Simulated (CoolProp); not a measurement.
The fluid at 298.15 K and 2.95 MPa (gas) is heated at constant pressure to 387.2 K. The same conditions are run with several fluids, on thermodynamics alone (safety and materials aside).

Model: reference Helmholtz-energy equation of state of each fluid (methane: Setzmann 1991; CF4 (R14): Platzer 1990; carbon monoxide: Lemmon 2006; oxygen: Schmidt 1985), in CoolProp. The equations of Platzer and Polt are older, rougher fits.

Question: Rank methane, CF4 (R14), carbon monoxide, oxygen by heat (kJ/kg), highest first.

Answer: methane (221), carbon monoxide (96.4), oxygen (85.6), CF4 (R14) (72.0)

```tsv
fluid	final density (kg/m³)
methane	14.9
CF4 (R14)	83.2
carbon monoxide	25.5
oxygen	29.4
```

Above 300 K oxygen's equation is extrapolated.
